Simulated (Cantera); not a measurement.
# Silicon epitaxy and polysilicon growth: SiH2Cl2 + H2 + HCl

Charge: 1 mol SiH2Cl2, a varied amount of H2, 1.1 mol HCl, equilibrated at 1048.15 K and 0.0180 bar.

These are equilibrium values from Cantera (NASA tables, ideal gas, pure condensed phases), not measurements of a reactor. Candidate condensed phases: Si; 19 gas species. The tables' values for SiCl3 are old estimates; treat these amounts as uncertain. Equilibrium is a limit: real reactors are often held back by kinetics, nucleation or transport.

From 24 mol H2 to 140 mol H2 the condensed part is Si(s). The main Si-bearing gas is SiCl4 throughout. The share of Si in condensed phases is highest at 140 mol H2 (69.7 %) and lowest at 24 mol H2 (35.5 %).

```tsv
n(H2) (mol)	log p H2	log p HCl	log p SiCl4	log p SiHCl3	log p SiCl2	n Si(s)
24	-1.77	-3.27	-3.54	-4.03	-4.50	0.355
28	-1.77	-3.29	-3.63	-4.09	-4.54	0.374
32	-1.76	-3.31	-3.70	-4.15	-4.58	0.392
37	-1.76	-3.33	-3.79	-4.21	-4.62	0.413
43	-1.76	-3.35	-3.88	-4.28	-4.66	0.438
50	-1.76	-3.37	-3.97	-4.35	-4.71	0.464
58	-1.76	-3.40	-4.07	-4.42	-4.76	0.492
67	-1.76	-3.42	-4.17	-4.50	-4.81	0.522
78	-1.76	-3.45	-4.29	-4.58	-4.87	0.555
90	-1.75	-3.48	-4.40	-4.67	-4.93	0.588
100	-1.75	-3.50	-4.48	-4.73	-4.97	0.613
120	-1.75	-3.54	-4.64	-4.85	-5.05	0.658
140	-1.75	-3.57	-4.79	-4.96	-5.12	0.697
```
log p: log10 of the partial pressure in bar; n: condensed amount in mol.
